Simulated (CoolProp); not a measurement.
The numbers come from the reference Helmholtz-energy equation of state, Lemmon 2022 in CoolProp.

### Question
Give the vapour pressure (MPa), enthalpy of vaporisation (kJ/kg), liquid cp (kJ/(kg K)), vapour Z of saturated R1234yf at 271.5, 296.6, 300.8 K.

### Answer
| T (K) | p (MPa) | enthalpy of vaporisation (kJ/kg) | liquid cp (kJ/(kg K)) | vapour Z |
|---|---|---|---|---|
| 271.5 | 0.299 | 165 | 1.29 | 0.903 |
| 296.6 | 0.653 | 147 | 1.39 | 0.834 |
| 300.8 | 0.735 | 143 | 1.41 | 0.820 |
